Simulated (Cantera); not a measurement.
Input: 1 mol Si, 0.33 mol NH₃, 1.3 mol H₂, equilibrated at 1.50 bar.

Equilibrium computed with Cantera from the NASA thermochemical tables; the gas is ideal and each condensed phase is pure. Candidate condensed phases: Si, Si₃N₄; 18 gas species. Mutual solubility and eutectic melting of coexisting phases are not modelled. Gases not in the tables: Si₂H₆ and higher silanes. Equilibrium is a limit: real reactors are often held back by kinetics, nucleation or transport.

Problem. At 1577 °C, list the 4 most abundant gas species with their mole fractions, and the condensed phases.

Solution. H₂ 0.987, N₂ 0.0130, H 0.000437, SiH₂ 4.16e-5. Condensed: Si(l) + Si₃N₄(s).
